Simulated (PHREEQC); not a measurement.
Make-up at 25 °C: 0.00097 mol BaBr2, 0.00025 mol TMAH and 0.00024 mol H4SiO4 per kg of water. Closed to the air; pH follows from the charge balance.

Model: ion-association model, phreeqc.dat, run in PHREEQC.

The pH is 9.99. The ionic strength comes out as 0.00316 mol/kgw. The total alkalinity is 0.250 meq/kg.

```json
[
 {"species": "Br-", "molality": "0.00194", "activity": "0.00182", "log γ": "-0.027"},
 {"species": "Ba+2", "molality": "0.000970", "activity": "0.000759", "log γ": "-0.106"},
 {"species": "(CH3)4N+", "molality": "0.000250", "activity": "0.000235", "log γ": "-0.027"},
 {"species": "H3SiO4-", "molality": "0.000145", "activity": "0.000136", "log γ": "-0.027"},
 {"species": "OH-", "molality": "0.000105", "activity": "9.83e-5", "log γ": "-0.027"},
 {"species": "H4SiO4", "molality": "9.50e-5", "activity": "9.51e-5", "log γ": "0.000"},
 {"species": "BaOH+", "molality": "2.65e-7", "activity": "2.50e-7", "log γ": "-0.026"},
 {"species": "H2SiO4-2", "molality": "1.14e-7", "activity": "9.01e-8", "log γ": "-0.104"}
]
```

Precipitation was switched off in this run. Species that the database lacks are ignored. (CH3)4N+ isn't in the database: it is added as a free cation with an ion size of 4 Å.
